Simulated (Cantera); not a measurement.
Input: 1 mol CH3SiCl3, 600 mol H2, 0.076 mol C2H2, at 1575 K and 14000 Pa.

These are equilibrium values from Cantera (NASA tables, ideal gas, pure condensed phases), not measurements of a reactor. Candidate condensed phases: C, C6H6, C7H8, C8H18, Si, SiC; 109 gas species. The feed counts by its element totals alone. Kinetics and transport are ignored.

What is the equilibrium state?


| Item | Value |
|---|---|
| x(H2) | 0.995 |
| x(HCl) | 0.00497 |
| x(CH4) | 0.000220 |
| x(H) | 0.000111 |
| x(C2H2 (acetylene)) | 1.60e-5 |
| n(SiC(s)) | 0.999 mol |
| gas amount | 603.0 mol |
| log10 activity of C(graphite) (absent) | -0.06 |
| log10 activity of Si(s) (absent) | -1.96 |
